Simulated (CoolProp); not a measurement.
n-decane along the isotherm 346.85 °C: Z from the reference equation and from simpler models built on Tc = 344.5 °C, pc = 2101 kPa, ω = 0.488; each cubic takes its own stable root.

The numbers come from the reference Helmholtz-energy equation of state, Lemmon 2006 in CoolProp. It is a short technical equation, of lower accuracy than the large ones.

```csv
p (kPa),phase,reference,van der Waals,Redlich-Kwong,Soave-Redlich-Kwong,Peng-Robinson
1750,gas,0.5920,0.6563,0.6227,0.6253,0.5985
3500,supercritical,0.2436,0.3759,0.3101,0.3116,0.2810
5250,supercritical,…,0.5107,0.4121,0.4133,0.3717
7000,supercritical,0.4285,0.6441,0.5130,0.5141,0.4619
8760,supercritical,0.5190,0.7753,0.6116,0.6126,0.5504
10500,supercritical,0.6068,0.9025,0.7067,0.7077,0.6357
12300,supercritical,0.6959,1.032,0.8028,0.8038,0.7221
14000,supercritical,0.7787,1.152,…,0.8928,0.8023
15800,supercritical,0.8652,1.278,0.9846,0.9856,0.8858
17500,supercritical,0.9458,…,1.071,1.072,0.9636
19300,supercritical,1.030,1.519,1.161,1.162,1.045
21000,supercritical,…,1.634,1.245,1.246,1.121
```

Question: Some entries are withheld; supply them.

Answer: 
- 5250, reference: 0.3365
- 14000, Redlich-Kwong: 0.8919
- 17500, van der Waals: 1.395
- 21000, reference: 1.109
